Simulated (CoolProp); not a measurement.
Model: reference Helmholtz-energy equation of state, Leachman 2009, in CoolProp.

Problem. Give the vapour pressure (bar), vapour density (kg/m³), surface tension (mN/m), liquid viscosity (µPa s) of saturated normal hydrogen at -246.55 °C.

Solution. 
```csv
T (°C),p (bar),vapour density (kg/m³),surface tension (mN/m),liquid viscosity (µPa s)
-246.55,4.43,5.37,0.864,8.41
```

Viscosity comes from a separate model (Muzny 2013). Surface tension comes from a separate correlation (Mulero 2012).
